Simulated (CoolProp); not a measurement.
A single-stage vapour-compression cycle with R245fa: evaporating at 245.15 K (dew point), condensing at 282.15 K (bubble point), superheat 10 K, subcooling 5 K, compressor efficiency 0.6, no pressure losses. Each further row changes one setting.

The numbers come from the reference Helmholtz-energy equation of state, Akasaka 2015 in CoolProp.

| case | cooling COP | pressure ratio | discharge temperature (K) | refrigerating effect (kJ/kg) | volumetric capacity (kJ/m³) |
|---|---|---|---|---|---|
| as stated | ___ | 6.36 | 318.2 | 187 | 148 |
| evaporating temperature 250.15 K | 4.34 | 4.76 | ___ | ___ | 198 |
| condensing temperature 277.15 K | ___ | ___ | ___ | 193 | 153 |
| subcooling 10 K | 3.73 | 6.36 | 318.2 | 193 | 153 |
| superheat 20 K | 3.62 | 6.36 | ___ | 195 | 148 |
| compressor efficiency 0.5 | ___ | 6.36 | 329.4 | 187 | 148 |

Fill in the missing entries.


- as stated, cooling COP: 3.61
- evaporating temperature 250.15 K, discharge temperature (K): 313.7
- evaporating temperature 250.15 K, refrigerating effect (kJ/kg): 190
- condensing temperature 277.15 K, cooling COP: 4.26
- condensing temperature 277.15 K, pressure ratio: 5.12
- condensing temperature 277.15 K, discharge temperature (K): 310.8
- superheat 20 K, discharge temperature (K): 329.0
- compressor efficiency 0.5, cooling COP: 3.01
